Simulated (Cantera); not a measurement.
**Hydrocarbon pyrolysis for carbon deposition**

An isothermal, constant-pressure homogeneous reactor starts with 15.9 % CH₄, 84.1 % N₂, at 1423 K and 130 Pa.

Cantera simulation using GRI-Mech 3.0 (53 species, 325 reactions); the numbers are that mechanism's predictions, not measurements. GRI-Mech 3.0 stops at C3 and has no aromatics, soot or wall deposition, so with more carbon than oxygen in the feed, carbon stays in small species such as C2H2 where larger ones or solid carbon would form. Radical loss at walls, strong at low pressure, is not modelled.

| t (s) | x CH₄ | x H₂ | x C₂H₂ | x H | x C₂H₆ |
|---|---|---|---|---|---|
| 2.00e-5 | 0.159 | 1.08e-11 | <1e-12 | 3.31e-10 | <1e-12 |
| 5.87e-5 | 0.159 | 8.86e-11 | <1e-12 | 9.14e-10 | <1e-12 |
| 0.000172 | 0.159 | 6.81e-10 | <1e-12 | 2.26e-9 | <1e-12 |
| 0.000505 | 0.159 | 4.35e-9 | <1e-12 | 4.28e-9 | <1e-12 |
| 0.00148 | 0.159 | 2.00e-8 | <1e-12 | 5.30e-9 | <1e-12 |
| 0.00435 | 0.159 | 6.89e-8 | <1e-12 | 5.35e-9 | <1e-12 |
| 0.0128 | 0.159 | 2.13e-7 | <1e-12 | 5.35e-9 | <1e-12 |
| 0.0374 | 0.159 | 6.34e-7 | <1e-12 | 5.35e-9 | 1.05e-11 |
| 0.110 | 0.159 | 1.87e-6 | 2.14e-12 | 5.38e-9 | 2.53e-10 |
| 0.322 | 0.159 | 5.59e-6 | 1.63e-10 | 5.64e-9 | 5.54e-9 |
| 0.945 | 0.159 | 1.85e-5 | 1.29e-8 | 7.88e-9 | 9.86e-8 |
| 2.77 | 0.159 | 0.000107 | 1.09e-6 | 2.81e-8 | 1.23e-6 |
| 8.13 | 0.157 | 0.00157 | 9.95e-5 | 2.84e-7 | 1.04e-5 |
| 23.9 | 0.138 | 0.0230 | 0.00524 | 3.97e-6 | 2.81e-5 |
| 70.0 | 0.0946 | 0.0818 | 0.0264 | 1.23e-5 | 1.19e-5 |
x: mole fraction; the columns are a selection and need not sum to one.

Equilibrium at this temperature and pressure: CH₄ 4.50e-5, H₂ 0.205, C₂H₂ 0.0335, H 8.41e-5, C₂H₆ 2.43e-11 (gas phase only).
